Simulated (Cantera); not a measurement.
A diamond (100) surface in a fixed gas of H2 with x(CH4) = 0.0025, x(H) = 0.041, x(CH3) = 3.2e-05, 0.257 atm; coverages are run to steady state.

Cantera simulation using the Harris–Goodwin 1993 mechanism for the reconstructed diamond (100) surface; the numbers are that mechanism's predictions, not measurements.

θ: site fractions in the mechanism's names (c6HH fully hydrogenated, c6H* and c6*H radical sites, c6** diradical, c6HM methylated).

| T (K) | growth (µm/h) | θ c6HH | θ c6H* | θ c6*H | θ c6** | θ c6HM |
|---|---|---|---|---|---|---|
| 950 | … | 0.643 | 0.0162 | 0.333 | 0.00699 | 0.000533 |
| 1025 | … | 0.574 | 0.0228 | 0.391 | 0.0120 | 0.000390 |
| 1100 | … | 0.510 | 0.0302 | 0.440 | 0.0190 | 0.000290 |
| 1175 | … | 0.454 | 0.0381 | 0.479 | 0.0282 | 0.000215 |
| 1250 | 9.28 | 0.405 | 0.0461 | 0.509 | 0.0394 | 0.000152 |
| 1325 | 8.80 | 0.362 | 0.0542 | 0.531 | 0.0526 | 9.22e-5 |
| 1400 | … | 0.325 | 0.0619 | 0.545 | 0.0676 | 4.36e-5 |

Question: Complete the blanks.

Answer: 
- 950, growth (µm/h): 3.51
- 1025, growth (µm/h): 5.01
- 1100, growth (µm/h): 6.67
- 1175, growth (µm/h): 8.28
- 1400, growth (µm/h): 6.96
